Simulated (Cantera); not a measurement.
Input (Python, Cantera):

```python
import numpy as np
import cantera as ct

gas = ct.Solution("gri30.yaml")
gas.TPX = 1425, 28000, {'NO': 1, 'N2': 0.41}
reactor = ct.IdealGasConstPressureReactor(gas, energy="off", clone=False)
net = ct.ReactorNet([reactor])
net.rtol, net.atol = 1e-08, 1e-18
show = ['NO', 'N2O', 'O2', 'O', 'NO2']
times = np.geomspace(0.0002, 200, 11)

steps = ct.SolutionArray(gas, extra=["t"])
rows = []
print(f"{'t/s':>10s}{'T/K':>9s}{'P/Pa':>11s}" + "".join(f"{s:>11s}" for s in show))
for t in times:
    while net.time < t:
        t_next = net.step()
        steps.append(gas.state, t=t_next)
    rows.append([np.interp(t, steps.t, y) for y in (steps.T, steps.P, *steps(*show).X.T)])
    print(f"{t:10.3e}{rows[-1][0]:9.1f}{rows[-1][1]:11.4g}" + "".join(f"{x:11.3e}" for x in rows[-1][2:]))
rate = np.gradient(steps.T, steps.t)
print("integrator steps:", len(steps.t))
if steps.T.max() > steps.T[0] + 200:
    print(f"time of steepest temperature rise: {steps.t[rate.argmax()]:.4e} s")
gas.TPX = 1425, 28000, {'NO': 1, 'N2': 0.41}
gas.equilibrate("TP")
print(f"equilibrium (TP): T = {gas.T:.1f} K  " + "  ".join(f"{s} {gas[s].X[0]:.3e}" for s in show))
```

It prints:

```
       t/s      T/K       P/Pa         NO        N2O         O2          O        NO2
 2.000e-04   1425.0    2.8e+04  7.092e-01  9.344e-08  2.762e-11  2.963e-08  6.387e-08
 7.962e-04   1425.0    2.8e+04  7.092e-01  3.717e-07  1.798e-10  3.136e-08  3.411e-07
 3.170e-03   1425.0    2.8e+04  7.092e-01  1.474e-06  1.331e-09  3.209e-08  1.455e-06
 1.262e-02   1425.0    2.8e+04  7.092e-01  5.785e-06  1.523e-08  3.499e-08  5.950e-06
 5.024e-02   1425.0    2.8e+04  7.092e-01  2.176e-05  2.670e-07  4.647e-08  2.464e-05
 2.000e-01   1425.0    2.8e+04  7.090e-01  6.990e-05  7.229e-06  8.802e-08  1.026e-04
 7.962e-01   1425.0    2.8e+04  7.084e-01  1.390e-04  1.704e-04  1.584e-07  2.641e-04
 3.170e+00   1425.0    2.8e+04  7.061e-01  1.511e-04  1.235e-03  1.898e-07  3.322e-04
 1.262e+01   1425.0    2.8e+04  6.974e-01  1.471e-04  5.496e-03  2.599e-07  4.748e-04
 5.024e+01   1425.0    2.8e+04  6.647e-01  1.329e-04  2.159e-02  4.279e-07  7.879e-04
 2.000e+02   1425.0    2.8e+04  5.602e-01  9.355e-05  7.351e-02  7.396e-07  1.191e-03
integrator steps: 1111
equilibrium (TP): T = 1425.0 K  NO 9.820e-04  N2O 2.956e-08  O2 3.541e-01  O 1.571e-06  NO2 4.583e-06
```

Detailed kinetics in Cantera: GRI-Mech 3.0 (53 species, 325 reactions).
